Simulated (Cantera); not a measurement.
A jet of 8.57 % CH₄, 6.85 % O₂, 84.6 % N₂, equivalence ratio 2.5 at 300 K and 17000 Pa hits a platinum plate 6.9 cm away at a mass flux of 0.086 kg/m²/s; the plate temperature is set and raised in steps from an oxygen-covered start.

Computed with Cantera and Deutschmann's 1995 Pt surface mechanism with GRI-Mech 3.0 gas chemistry. Catalytic surfaces can have several steady states; this one follows from the mechanism file's or the stated starting coverage.

One state of this run: wall x CH₄ = 0.00473; wall x O₂ = 0.00115; wall x H₂O = 0.0404; wall x OH = <1e-8; wall x CO = 0.0827; wall x CO₂ = 0.000740; θ free Pt = 0.741; θ H* = 0.00425; θ CO* = 0.112; θ C* = 0.143. x: mole fraction at the wall; θ: surface coverage.

**Question.** Which value of plate T (K) does it belong to?
A. 900
B. 1000
C. 950
D. 1100

**Answer.** D, 1100
